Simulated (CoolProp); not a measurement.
A single-stage vapour-compression cycle with the fluid: evaporating at 248.15 K (dew point), condensing at 274.15 K (bubble point), superheat 2 K, subcooling 0 K, compressor efficiency 0.85, no pressure losses. The same conditions are run with several fluids, on thermodynamics alone (safety and materials aside).

Values from CoolProp's reference Helmholtz-energy equation of state of each fluid (propane: Lemmon 2009; sulfur dioxide: Gao 2016; isobutane: Bücker 2006; n-butane: Bücker 2006; R143a: Lemmon and Jacobsen 2000; R410A: Lemmon 2003). Blends and air are pseudo-pure fits.

| fluid | cooling COP | pressure ratio | discharge temperature (K) | refrigerating effect (kJ/kg) | volumetric capacity (kJ/m³) |
|---|---|---|---|---|---|
| propane | 7.28 | 2.40 | 286.2 | … | 1590 |
| sulfur dioxide | … | … | 333.2 | … | 570 |
| isobutane | 7.38 | 2.78 | 281.4 | 322 | 540 |
| n-butane | 7.43 | … | 282.3 | 351 | 359 |
| R143a | 7.12 | … | 285.2 | 174 | 2020 |
| R410A | 7.12 | 2.51 | 295.2 | … | 2690 |

**Question.** Complete the blanks.

**Answer.** 
- propane, refrigerating effect (kJ/kg): 347
- sulfur dioxide, cooling COP: 7.27
- sulfur dioxide, pressure ratio: 3.28
- sulfur dioxide, refrigerating effect (kJ/kg): 368
- n-butane, pressure ratio: 2.99
- R143a, pressure ratio: 2.44
- R410A, refrigerating effect (kJ/kg): 212
